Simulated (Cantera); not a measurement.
A closed system holds: 1 mol Si, 8.1 mol HF, 0.52 mol NF3, at 1250 °C and 22.0 Pa.

Equilibrium computed with Cantera from the NASA thermochemical tables; the gas is ideal and each condensed phase is pure. Candidate condensed phases: Si, Si3N4; 37 gas species. The tables' values for SiF3, SiF2 are old estimates; treat these amounts as uncertain. Rates play no part.

Base state: HF 0.696, H2 0.148, SiF4 0.121, N2 0.0319, SiF3 0.00197, H 0.000601, SiF2 1.76e-5, SiHF3 1.49e-5 (mole fractions); condensed: gas only.

Problem. What changes in the equilibrium state with this change: temperature from 1250 °C to 1302 °C?

Solution. 
```tsv
species	before	after
HF	0.696	0.697
H2	0.148	0.147
SiF4	0.121	0.119
SiF3	0.00197	0.00368
N2	0.0319	0.0319
SiF2	1.76e-5	5.74e-5
H	0.000601	0.00107
SiHF3	1.49e-5	2.05e-5
```
